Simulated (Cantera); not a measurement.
Cantera with NASA thermochemical tables; ideal gases at 1 bar, condensed phases pure. Values are per mole of reaction as written; species without (g) are pure solids or liquids, kept so even where they would boil at 1 bar.

2 AlN + 3 I₂(g) = 2 AlI₃(g) + 2 N(g), with ΔH° = 1007.5 kJ and ΔS° = 231.7 J/K at 300 K.

Question: How far is the shortcut ΔG° ≈ ΔH°(300 K) − T·ΔS°(300 K) from the full temperature-dependent value at 1523, 1548, 1573, 1598, 1623, 1648 K?

Answer: 
```json
[
 {"T (K)": "1523", "shortcut (kJ)": "654.7", "full (kJ)": "644.7", "difference (kJ)": "10.0", "difference in log10 K": "-0.34"},
 {"T (K)": "1548", "shortcut (kJ)": "648.9", "full (kJ)": "638.7", "difference (kJ)": "10.1", "difference in log10 K": "-0.34"},
 {"T (K)": "1573", "shortcut (kJ)": "643.1", "full (kJ)": "632.8", "difference (kJ)": "10.3", "difference in log10 K": "-0.34"},
 {"T (K)": "1598", "shortcut (kJ)": "637.3", "full (kJ)": "626.9", "difference (kJ)": "10.4", "difference in log10 K": "-0.34"},
 {"T (K)": "1623", "shortcut (kJ)": "631.5", "full (kJ)": "621.0", "difference (kJ)": "10.5", "difference in log10 K": "-0.34"},
 {"T (K)": "1648", "shortcut (kJ)": "625.7", "full (kJ)": "615.0", "difference (kJ)": "10.7", "difference in log10 K": "-0.34"}
]
```
The shortcut ignores the heat-capacity change of the reaction.
